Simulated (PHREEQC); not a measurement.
Model water analysis in mg/kgw, 61 °C, pH 7.5, pe 11: Na 2.92; K 14.3; Ca 6.01; Mg 9.2; Cl 27.5; S(6) as SO4 10.2; Alkalinity as HCO3 34.9; O(0) (dissolved oxygen) 0.205; Li 0.0569; F 0.0252; Zn 0.0321; Sr 0.0335.

Valence states are taken as typed.

The numbers come from PHREEQC with the ion-association model, wateq4f.dat.

Each row changes one thing in this solution. No solid was allowed to form.

| case | ionic strength (mol/kgw) | HCO3- (mol/kgw) | Mg+2 (mol/kgw) | SO4-2 (mol/kgw) | CO2 (mol/kgw) | MgSO4 (mol/kgw) | SI of Magnesite (MgCO3) | SI of Zincite(c) (ZnO) |
|---|---|---|---|---|---|---|---|---|
| as made | 0.00213 | 0.000559 | 0.000363 | 9.18e-5 | 3.28e-5 | 1.16e-5 | -0.93 | -1.03 |
| pH from 7.5 to 6.5 at the same alkalinity | 0.00213 | 0.000567 | 0.000364 | 9.18e-5 | 0.000333 | ? | -1.93 | -2.87 |
| Sr from 0.0335 to 0.067 mg/kgw | 0.00213 | 0.000559 | 0.000363 | 9.18e-5 | 3.28e-5 | 1.16e-5 | -0.93 | -1.03 |
| temperature from 61 to 40 °C at the same typed pH | 0.00215 | 0.000564 | 0.000368 | 9.58e-5 | 3.36e-5 | 7.89e-6 | -1.27 | -1.90 |
| all concentrations times 3 at the same typed pH | 0.00618 | 0.00166 | 0.00104 | ? | 9.40e-5 | ? | -0.07 | -0.71 |

Task: Some entries are withheld; supply them.

Result: 
- pH from 7.5 to 6.5 at the same alkalinity, MgSO4 (mol/kgw): 1.17e-5
- all concentrations times 3 at the same typed pH, SO4-2 (mol/kgw): 0.000236
- all concentrations times 3 at the same typed pH, MgSO4 (mol/kgw): 6.60e-5

Complexes and solids missing from the database can't appear. Away from 25 °C the constants follow the database's enthalpies or fits; those with neither stay at their 25 °C values. The database's zinc carbonate complexes are estimates, stronger than later reviews accept.
